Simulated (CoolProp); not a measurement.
Ammonia at 407.62 K and 3.31 MPa is throttled through a valve to 0.783 MPa with no heat exchange. Each further row changes one setting.

Model: reference Helmholtz-energy equation of state, Gao 2020, in CoolProp.

```
case                       temperature change (K)  final density (kg/m³)
-------------------------  ----------------------  ---------------------
as stated                                       …                      …
outlet pressure 0.235 MPa                       …                   1.30
outlet pressure 1.02 MPa                        …                      …
```

**Question.** Fill in the missing entries.

**Answer.** 
- as stated, temperature change (K): -27.1
- as stated, final density (kg/m³): 4.36
- outlet pressure 0.235 MPa, temperature change (K): -34.1
- outlet pressure 1.02 MPa, temperature change (K): -24.3
- outlet pressure 1.02 MPa, final density (kg/m³): 5.69
